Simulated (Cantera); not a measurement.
An isothermal, constant-pressure homogeneous reactor starts with H2 : O2 : N2 = 0.62 : 1 : 19 (molar parts), equivalence ratio 0.31, at 1173 K and 0.420 bar.

Cantera simulation using the H2/O2 subset of GRI-Mech 3.0, which has no nitrogen chemistry; the numbers are that mechanism's predictions, not measurements.

x: mole fraction; the columns are a selection and need not sum to one.

```json
[
 {"t (s)": "8.00e-6", "x H2": "0.0301", "x O2": "0.0485", "x O": "2.08e-11", "x OH": "1.56e-11", "x HO2": "2.03e-10", "x H2O2": "<1e-12"},
 {"t (s)": "5.31e-5", "x H2": "0.0301", "x O2": "0.0485", "x O": "7.18e-10", "x OH": "3.95e-10", "x HO2": "1.50e-9", "x H2O2": "2.23e-12"},
 {"t (s)": "0.000352", "x H2": "0.0299", "x O2": "0.0484", "x O": "?", "x OH": "1.14e-5", "x HO2": "4.67e-6", "x H2O2": "1.47e-8"},
 {"t (s)": "0.00234", "x H2": "0.000200", "x O2": "0.0339", "x O": "?", "x OH": "0.000224", "x HO2": "4.49e-6", "x H2O2": "5.38e-7"},
 {"t (s)": "0.0155", "x H2": "3.39e-6", "x O2": "0.0340", "x O": "?", "x OH": "2.87e-5", "x HO2": "2.94e-7", "x H2O2": "4.50e-8"},
 {"t (s)": "0.103", "x H2": "1.34e-7", "x O2": "0.0340", "x O": "?", "x OH": "7.35e-6", "x HO2": "2.01e-8", "x H2O2": "4.00e-9"},
 {"t (s)": "0.684", "x H2": "1.39e-8", "x O2": "0.0340", "x O": "?", "x OH": "2.54e-6", "x HO2": "2.64e-9", "x H2O2": "5.22e-10"},
 {"t (s)": "4.54", "x H2": "2.56e-9", "x O2": "0.0340", "x O": "?", "x OH": "1.09e-6", "x HO2": "1.12e-9", "x H2O2": "9.87e-11"},
 {"t (s)": "30.1", "x H2": "1.84e-9", "x O2": "0.0340", "x O": "4.00e-9", "x OH": "8.98e-7", "x HO2": "1.12e-9", "x H2O2": "6.82e-11"},
 {"t (s)": "200", "x H2": "1.84e-9", "x O2": "0.0340", "x O": "4.00e-9", "x OH": "8.98e-7", "x HO2": "1.12e-9", "x H2O2": "6.82e-11"}
]
```

### Question
Fill in the missing entries.

### Answer

- 0.000352, x O: 2.05e-5
- 0.00234, x O: 0.000233
- 0.0155, x O: 4.06e-6
- 0.103, x O: 2.63e-7
- 0.684, x O: 3.18e-8
- 4.54, x O: 5.83e-9
